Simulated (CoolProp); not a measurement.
Vapour-liquid equilibrium of R124 (1) + R142b (2) at 1220 kPa; x and y are mole fractions of (1).

Values from CoolProp's multi-fluid Helmholtz-energy mixture model, de Vries 1995 and Lemmon 2006; pair parameters Bell 2016.

```
x      bubble temperature, mixture model (K)  bubble temperature, Raoult's law (K)  y, mixture model  y, Raoult's law
-----  -------------------------------------  ------------------------------------  ----------------  ---------------
0.05                                   347.2                                 347.2             0.054            0.057
0.125                                  346.9                                 346.7        (withheld)            0.140
0.2                                    346.5                                 346.2             0.212            0.222
0.275                                  346.2                                 345.8             0.290            0.302
0.35                                   345.8                                 345.3             0.367            0.380
0.425                             (withheld)                                 344.9             0.444            0.457
0.5                                    345.1                                 344.4             0.521            0.533
0.575                             (withheld)                                 344.0             0.597            0.607
0.65                                   344.2                                 343.6        (withheld)            0.679
0.725                                  343.8                                 343.2             0.746            0.750
0.8                                    343.3                                 342.8             0.818            0.820
0.875                                  342.7                                 342.3             0.888            0.889
0.95                              (withheld)                                 341.9             0.956            0.956
```

Question: Fill in the missing entries.

Answer: 
- 0.125, y, mixture model: 0.133
- 0.425, bubble temperature, mixture model (K): 345.5
- 0.575, bubble temperature, mixture model (K): 344.7
- 0.65, y, mixture model: 0.672
- 0.95, bubble temperature, mixture model (K): 342.1

The largest gap from Raoult's law is +0.7 K in bubble temperature, at x = 0.575. No azeotrope shows between x = 0.05 and 0.95.

Pair parameters are fitted to limited data, so mixtures are less certain than the pure fluids.
